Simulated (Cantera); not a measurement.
An isothermal, constant-pressure homogeneous reactor starts with NH3 : N2 = 1 : 11 (molar parts), at 1923 K and 0.0220 bar. Integrator tolerance rtol = 1e-08.

Computed with Cantera and the gas-phase N/H chemistry of the illustrative SiF4/NH3 mechanism in the Surface Chemkin manual (1991). Walls and surfaces, which speed up NH3 decomposition in real reactors, are not modelled.

### Question
What does this change do: NH3 1 to 0.19 parts?

### Answer
```tsv
quantity	before	after
x(NH3) at 3.00 s	0.0144 (gas-phase equilibrium 1.82e-8)	0.00283 (gas-phase equilibrium 1.91e-9)
x(N2) at 3.00 s	0.890 (gas-phase equilibrium 0.884)	0.976 (gas-phase equilibrium 0.974)
x(H2) at 3.00 s	0.0953 (gas-phase equilibrium 0.114)	0.0208 (gas-phase equilibrium 0.0245)
x(H) at 3.00 s	0.000168 (gas-phase equilibrium 0.00216)	6.25e-5 (gas-phase equilibrium 0.00100)
x(N2H2) at 3.00 s	8.72e-8 (gas-phase equilibrium <1e-12)	1.48e-8 (gas-phase equilibrium <1e-12)
x(N) at 3.00 s	9.87e-7 (gas-phase equilibrium 1.79e-9)	8.65e-7 (gas-phase equilibrium 1.88e-9)
```

### Question
What does this change do: temperature 1923 to 2175 K?

### Answer
| quantity | before | after |
|---|---|---|
| x(NH3) at 3.00 s | 0.0144 (gas-phase equilibrium 1.82e-8) | 1.81e-6 (gas-phase equilibrium 1.15e-8) |
| x(N2) at 3.00 s | 0.890 (gas-phase equilibrium 0.884) | 0.883 (gas-phase equilibrium 0.880) |
| x(H2) at 3.00 s | 0.0953 (gas-phase equilibrium 0.114) | 0.113 (gas-phase equilibrium 0.109) |
| x(H) at 3.00 s | 0.000168 (gas-phase equilibrium 0.00216) | 0.00450 (gas-phase equilibrium 0.0110) |
| x(N2H2) at 3.00 s | 8.72e-8 (gas-phase equilibrium <1e-12) | 2.24e-12 (gas-phase equilibrium <1e-12) |
| x(N) at 3.00 s | 9.87e-7 (gas-phase equilibrium 1.79e-9) | 5.79e-7 (gas-phase equilibrium 5.80e-8) |
